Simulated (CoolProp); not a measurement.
Vapour-liquid equilibrium of propane (1) + isobutane (2) at 1.04 MPa; x and y are mole fractions of (1).

Model: multi-fluid Helmholtz-energy mixture model, Lemmon 2009 and Bücker 2006; pair parameters Kunz 2012, in CoolProp.

Q: Give the bubble temperature and the first vapour's composition at x = 0.2, 0.275, 0.875. Is there an azeotrope?

A: x = 0.2: 331.2 K, y = 0.326; x = 0.275: 327.8 K, y = 0.426; x = 0.875: 305.4 K, y = 0.939. No azeotrope shows between x = 0.05 and 0.95.

The pair parameters rest on a limited set of measurements; away from them the model extrapolates.
